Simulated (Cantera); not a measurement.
Charge: 1 mol C2H6, 0.44 mol NH3, held at 2223.15 K and 0.668 Torr.

Method: chemical equilibrium by Gibbs-energy minimisation in Cantera with the NASA 1993 tables (ideal gas, pure condensed phases). Candidate condensed phases: C, C6H6, C7H8, C8H18; 92 gas species. Kinetics and transport are ignored.

Base state: H2 0.756, H 0.187, N2 0.0480, HCN 0.00619, C2H2 (acetylene) 0.00220, HNC 0.000506, CN 5.68e-5, C2H 2.00e-5 (mole fractions); condensed: C(graphite).

Question: What changes in the equilibrium state with this change: NH3 from 0.44 to 0.15 mol?

Answer: 
| species | before | after |
|---|---|---|
| H2 | 0.756 | 0.785 |
| H | 0.187 | 0.190 |
| N2 | 0.0480 | 0.0184 |
| CN | 5.68e-5 | 3.52e-5 |
| HCN | 0.00619 | 0.00390 |
| HNC | 0.000506 | 0.000319 |
| C(graphite), mol | 1.95 | 1.97 |
